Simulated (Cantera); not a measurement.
**Thermodynamics of tantalum, niobium, vanadium and zirconium in process gases, feed Ta(OEt)₅ + H₂O + H₂**

A closed system holds: 1 mol Ta(OEt)₅, 0.035 mol H₂O, 45 mol H₂, held at 977 °C.

Equilibrium computed with Cantera from the NASA thermochemical tables; the gas is ideal and each condensed phase is pure. Candidate condensed phases: C, C₆H₆, C₇H₈, C₈H₁₈, H₂O, Ta, TaC, Ta₂O₅; 113 gas species. The feed counts by its element totals alone. TaC: taken at fixed stoichiometry. Condensed phases not in the tables: Ta₂C. The numbers say what is thermodynamically allowed, not how fast it happens.

| P (Pa) | x H₂ | x CH₄ | x CO | x H₂O | x H | x CO₂ | n C(graphite) | n TaC(s) | n Ta₂O₅(s) |
|---|---|---|---|---|---|---|---|---|---|
| 0.100 | 0.919 | 9.29e-9 | 0.0805 | 1.11e-9 | 0.000463 | 6.23e-11 | 3.96 | 1.00 | 0 |
| 1 | 0.919 | 9.29e-8 | 0.0805 | 1.11e-8 | 0.000147 | 6.23e-10 | 3.96 | 1.00 | 0 |
| 10 | 0.919 | 9.30e-7 | 0.0805 | 1.11e-7 | 4.64e-5 | 6.23e-9 | 3.96 | 1.00 | 0 |
| 100 | 0.920 | 9.30e-6 | 0.0805 | 1.11e-6 | 1.47e-5 | 6.23e-8 | 3.96 | 1.00 | 0 |
| 1000 | 0.919 | 9.29e-5 | 0.0805 | 1.11e-5 | 4.64e-6 | 6.23e-7 | 3.96 | 1.00 | 0 |
| 10000 | 0.919 | 0.000928 | 0.0804 | 0.000111 | 1.47e-6 | 6.23e-6 | 3.91 | 1.00 | 0 |
| 100000 | 0.910 | 0.00910 | 0.0801 | 0.00110 | 4.61e-7 | 6.17e-5 | 3.47 | 1.00 | 0 |
| 1000000 | 0.871 | 0.0834 | 0.0403 | 0.00529 | 1.43e-7 | 0.000157 | 3.16 | 0 | 0.500 |
x: gas mole fraction; n: condensed amount in mol.

From 0.100 Pa to 100000 Pa the condensed part is C(graphite) + TaC(s). At 1000000 Pa the condensed part is C(graphite) + Ta₂O₅(s).
